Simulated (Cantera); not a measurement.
Cantera with NASA thermochemical tables; ideal gases at 1 bar, condensed phases pure. Values are per mole of reaction as written; species without (g) are pure solids or liquids, kept so even where they would boil at 1 bar.

6 HF(g) + 2 BN → 3 F₂(g) + 2 B + 2 NH₃(g)

```csv
T (K),ΔH° (kJ),ΔS° (J/K),ΔG° (kJ),log10 K
573,2040.3,-79.0,2085.6,-190.12
673,2039.7,-80.1,2093.6,-162.49
773,2039.4,-80.5,2101.6,-142.01
873,2039.4,-80.4,2109.6,-126.22
973,___,___,___,___
1073,2040.1,-79.7,2125.7,-103.48
1173,___,___,___,___
1273,2041.5,-78.6,2141.5,-87.87
1373,___,___,___,___
1473,___,___,___,___
1573,2044.7,-76.3,2164.7,-71.88
```

Some entries are withheld; supply them.


- 973, ΔH° (kJ): 2039.7
- 973, ΔS° (J/K): -80.2
- 973, ΔG° (kJ): 2117.7
- 973, log10 K: -113.68
- 1173, ΔH° (kJ): 2040.7
- 1173, ΔS° (J/K): -79.2
- 1173, ΔG° (kJ): 2133.6
- 1173, log10 K: -95.01
- 1373, ΔH° (kJ): 2042.4
- 1373, ΔS° (J/K): -77.9
- 1373, ΔG° (kJ): 2149.3
- 1373, log10 K: -81.77
- 1473, ΔH° (kJ): 2043.5
- 1473, ΔS° (J/K): -77.1
- 1473, ΔG° (kJ): 2157.1
- 1473, log10 K: -76.49
